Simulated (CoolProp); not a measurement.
Properties of carbon dioxide at several states (Tc = 31.0 °C, pc = 7.377 MPa, ω = 0.224).

Computed with CoolProp (reference Helmholtz-energy equation of state, Span 1996).

```
T (°C)  p (MPa)  phase  viscosity (µPa s)  fugacity coefficient
------  -------  -----  -----------------  --------------------
193.45   0.0358    gas               22.5                0.9996
287.65    0.744    gas               26.4                0.9970
231.35   0.0463    gas               24.1                0.9997
58.75     0.162    gas               16.5                0.9944
-43.45   0.0734    gas               11.6                0.9914
```

Viscosity comes from a separate model (Laesecke 2017).
